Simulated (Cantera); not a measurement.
What does this Cantera script print?

```python
import numpy as np
import cantera as ct

gas = ct.Solution("gri30.yaml")
gas.TPX = 1575, 330000, {'CH4': 2.2, 'O2': 4.26, 'N2': 34.5}
reactor = ct.IdealGasReactor(gas, energy="on", clone=False)
net = ct.ReactorNet([reactor])
net.rtol, net.atol = 1e-08, 1e-16
show = ['CH4', 'O2', 'NO', 'N2O', 'C2H6']
times = np.geomspace(4e-06, 0.9, 13)

steps = ct.SolutionArray(gas, extra=["t"])
rows = []
print(f"{'t/s':>10s}{'T/K':>9s}{'P/Pa':>11s}" + "".join(f"{s:>11s}" for s in show))
for t in times:
    while net.time < t:
        t_next = net.step()
        steps.append(gas.state, t=t_next)
    rows.append([np.interp(t, steps.t, y) for y in (steps.T, steps.P, *steps(*show).X.T)])
    print(f"{t:10.3e}{rows[-1][0]:9.1f}{rows[-1][1]:11.4g}" + "".join(f"{x:11.3e}" for x in rows[-1][2:]))
rate = np.gradient(steps.T, steps.t)
print("integrator steps:", len(steps.t))
if steps.T.max() > steps.T[0] + 200:
    print(f"time of steepest temperature rise: {steps.t[rate.argmax()]:.4e} s")
gas.TPX = 1575, 330000, {'CH4': 2.2, 'O2': 4.26, 'N2': 34.5}
gas.equilibrate("UV")
print(f"equilibrium (UV): T = {gas.T:.1f} K  " + "  ".join(f"{s} {gas[s].X[0]:.3e}" for s in show))
```

It prints:

```
       t/s      T/K       P/Pa        CH4         O2         NO        N2O       C2H6
 4.000e-06   1575.0    3.3e+05  5.371e-02  1.040e-01  6.964e-15  6.168e-12  6.346e-10
 1.117e-05   1575.0    3.3e+05  5.370e-02  1.040e-01  2.798e-14  3.705e-11  1.731e-08
 3.120e-05   1574.9    3.3e+05  5.367e-02  1.040e-01  1.516e-13  2.176e-10  5.660e-07
 8.712e-05   1575.3  3.301e+05  5.347e-02  1.039e-01  1.258e-12  1.020e-09  2.101e-05
 2.433e-04   1584.5  3.321e+05  5.144e-02  1.027e-01  1.638e-11  6.976e-09  3.715e-04
 6.794e-04   2698.1  5.746e+05  3.036e-15  6.559e-03  1.333e-03  6.761e-07  5.980e-29
 1.897e-03   2687.9  5.725e+05  3.526e-15  5.600e-03  4.245e-03  6.845e-07  7.684e-29
 5.299e-03   2684.7  5.719e+05  3.688e-15  5.336e-03  5.080e-03  6.951e-07  8.289e-29
 1.480e-02   2684.7  5.719e+05  3.691e-15  5.333e-03  5.091e-03  6.952e-07  8.297e-29
 4.132e-02   2684.7  5.719e+05  3.691e-15  5.333e-03  5.091e-03  6.952e-07  8.297e-29
 1.154e-01   2684.7  5.719e+05  3.691e-15  5.333e-03  5.091e-03  6.952e-07  8.297e-29
 3.223e-01   2684.7  5.719e+05  3.691e-15  5.333e-03  5.091e-03  6.952e-07  8.297e-29
 9.000e-01   2684.7  5.719e+05  3.691e-15  5.333e-03  5.091e-03  6.952e-07  8.297e-29
integrator steps: 1960
time of steepest temperature rise: 4.2910e-04 s
equilibrium (UV): T = 2684.7 K  CH4 4.633e-15  O2 5.333e-03  NO 5.091e-03  N2O 6.952e-07  C2H6 1.189e-28
```

Model: GRI-Mech 3.0 (53 species, 325 reactions), integrated in Cantera.
